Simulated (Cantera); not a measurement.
Pyrogenic steam for wet oxidation

An isothermal, constant-pressure homogeneous reactor starts with H2 : O2 : N2 : H2O = 1.2 : 1 : 2.2 : 0.0074 (molar parts), at 1175 K and 90.0 Torr.

Cantera simulation using GRI-Mech 3.0 (53 species, 325 reactions); the numbers are that mechanism's predictions, not measurements. The temperature is held fixed by assumption; the heat of reaction is taken as removed at once.

```tsv
t (s)	x H2	x O2	x H2O	x OH	x NO	x N2O	x H
5.00e-6	0.272	0.227	0.00168	8.78e-11	<1e-12	<1e-12	1.56e-9
4.04e-5	0.272	0.227	0.00168	3.63e-9	<1e-12	<1e-12	3.78e-8
0.000326	0.0895	0.149	0.136	0.00725	3.92e-7	2.59e-9	0.0956
0.00263	0.00146	0.105	0.314	0.00120	7.30e-6	2.70e-8	0.000552
0.0212	1.56e-5	0.105	0.317	0.000130	7.26e-6	3.46e-8	6.84e-7
0.171	6.85e-7	0.105	0.317	3.11e-5	7.28e-6	3.59e-8	8.78e-9
1.38	6.82e-8	0.105	0.317	1.01e-5	7.30e-6	3.44e-8	3.04e-10
11.2	2.16e-8	0.105	0.317	5.46e-6	7.29e-6	2.03e-8	5.33e-11
90.0	2.12e-8	0.105	0.317	5.40e-6	7.29e-6	2.23e-9	5.19e-11
```
x: mole fraction; the columns are a selection and need not sum to one.

Equilibrium at this temperature and pressure: H2 2.13e-8, O2 0.105, H2O 0.317, OH 5.40e-6, NO 9.80e-5, N2O 2.07e-9, H 5.19e-11 (gas phase only).
